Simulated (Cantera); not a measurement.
Abatement and gas-phase synthesis: S + O2 + H2

Feed: 1 mol S, 0.034 mol O2, 0.38 mol H2, at 2473 K.

Equilibrium computed with Cantera from the NASA thermochemical tables; the gas is ideal and each condensed phase is pure. Candidate condensed phases: H2O, H2SO4, S; 19 gas species. The ideal-gas law is rough above about 30 bar. The numbers say what is thermodynamically allowed, not how fast it happens.

From 0.000100 bar to 300 bar nothing is condensed.

```csv
P (Pa),x S,x S2,x H,x H2,x H2S,x H2O,x SH,x SO
10,0.523,0.0179,0.385,0.0298,8.34e-6,0.000389,0.00386,0.0294
65,0.455,0.0883,0.287,0.107,0.000170,0.00217,0.0162,0.0396
420,0.293,0.236,0.160,0.215,0.00142,0.00767,0.0376,0.0449
2700,0.145,0.370,0.0728,0.287,0.00600,0.0189,0.0544,0.0409
17000,0.0634,0.448,0.0301,0.310,0.0178,0.0341,0.0621,0.0300
110000,0.0259,0.484,0.0116,0.296,0.0452,0.0494,0.0632,0.0186
720000,0.0102,0.495,0.00419,0.254,0.100,0.0614,0.0591,0.0106
4700000,0.00398,0.489,0.00141,0.187,0.187,0.0690,0.0504,0.00632
30000000,0.00155,0.475,0.000436,0.114,0.285,0.0722,0.0389,0.00422
```
x: gas mole fraction; nothing condenses.
